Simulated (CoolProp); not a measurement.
Properties of toluene along the isobar 26.8 bar.

Computed with CoolProp (reference Helmholtz-energy equation of state, Lemmon 2006). It is a short technical equation, of lower accuracy than the large ones.

```csv
T (K),phase,Z,cv (kJ/(kg K)),speed of sound (m/s),viscosity (µPa s),conductivity (mW/(m K))
257.1,liquid,0.1281,1.150,1497,1020,142
265.1,liquid,0.1252,1.170,1460,891,140
273.2,liquid,0.1225,1.192,1424,787,138
281.2,liquid,0.1200,1.214,___,702,136
289.3,liquid,0.1177,1.238,1354,___,134
297.4,liquid,0.1155,1.261,1319,___,131
305.4,liquid,0.1134,___,1286,518,129
313.5,liquid,0.1114,1.310,___,474,127
321.5,liquid,0.1096,___,1220,436,___
329.6,liquid,0.1079,1.360,1188,402,___
337.7,liquid,0.1063,1.385,1156,372,120
345.7,liquid,0.1048,1.410,1124,346,118
```

Question: Some entries are withheld; supply them.

Answer: 
- 281.2, speed of sound (m/s): 1389
- 289.3, viscosity (µPa s): 630
- 297.4, viscosity (µPa s): 570
- 305.4, cv (kJ/(kg K)): 1.285
- 313.5, speed of sound (m/s): 1253
- 321.5, cv (kJ/(kg K)): 1.334
- 321.5, conductivity (mW/(m K)): 125
- 329.6, conductivity (mW/(m K)): 123

Viscosity comes from a separate model (Avgeri 2015). Thermal conductivity comes from a separate model (Assael 2012).
